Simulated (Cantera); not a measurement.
**Equilibrium for hydrogen reduction and annealing atmospheres: Cr₂O₃ + H₂ + N₂**

Charge: 1 mol Cr₂O₃, 1.4 mol H₂, 0.5 mol N₂, held at 40.0 Pa.

Method: chemical equilibrium by Gibbs-energy minimisation in Cantera with the NASA 1993 tables (ideal gas, pure condensed phases). Candidate condensed phases: Cr, CrN, Cr₂N, Cr₂O₃, H₂O; 29 gas species. Mutual solubility and eutectic melting of coexisting phases are not modelled. The numbers say what is thermodynamically allowed, not how fast it happens.

From 798 K to 1248 K the condensed part is Cr₂O₃(s). From 1298 K to 1348 K the condensed part is Cr(s) + Cr₂O₃(s).

| T (K) | x H₂ | x N₂ | x H₂O | x H | x Cr | n Cr₂O₃(s) | n Cr(s) |
|---|---|---|---|---|---|---|---|
| 798 | 0.737 | 0.263 | 1.38e-6 | 1.14e-10 | <1e-12 | 1.000 | 0 |
| 848 | 0.737 | 0.263 | 2.22e-6 | 8.17e-10 | <1e-12 | 1.000 | 0 |
| 898 | 0.737 | 0.263 | 3.38e-6 | 4.70e-9 | <1e-12 | 1.000 | 0 |
| 948 | 0.737 | 0.263 | 5.85e-6 | 2.25e-8 | 5.23e-12 | 1.000 | 0 |
| 998 | 0.737 | 0.263 | 1.02e-5 | 9.23e-8 | 9.28e-11 | 1.000 | 0 |
| 1048 | 0.737 | 0.263 | 1.68e-5 | 3.32e-7 | 1.25e-9 | 1.000 | 0 |
| 1098 | 0.737 | 0.263 | 2.64e-5 | 1.06e-6 | 1.31e-8 | 1.000 | 0 |
| 1148 | 0.737 | 0.263 | 4.29e-5 | 3.07e-6 | 1.01e-7 | 1.000 | 0 |
| 1198 | 0.737 | 0.263 | 7.41e-5 | 8.16e-6 | 5.55e-7 | 1.000 | 0 |
| 1248 | 0.737 | 0.263 | 0.000122 | 2.00e-5 | 2.66e-6 | 1.000 | 0 |
| 1298 | 0.737 | 0.263 | 0.000194 | 4.60e-5 | 1.13e-5 | 1.000 | 0.000225 |
| 1348 | 0.736 | 0.263 | 0.000298 | 9.93e-5 | 4.27e-5 | 1.000 | 0.000296 |
x: gas mole fraction; n: condensed amount in mol.
